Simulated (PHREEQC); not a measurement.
Make-up at 25 °C: 0.16 mol/kgw NH3, 0.001 mol/kgw Na2SiO3 and 0.00012 mol/kgw K3PO4. Closed to the air; pH follows from the charge balance.

All values are PHREEQC results (ion-association model, wateq4f.dat), not measurements.

This is a speciation only: nothing precipitates in the calculation.

Question: What pH, ionic strength does the model give?

Answer: pH 11.36; ionic strength 0.00384 mol/kgw.

Question: In which forms is P present?

Answer: HPO4-2 87 %, PO4-3 12 % of the P.

Species that the database lacks are ignored. H3PO4, which wateq4f.dat lacks, is added to it with the constant of phreeqc.dat.
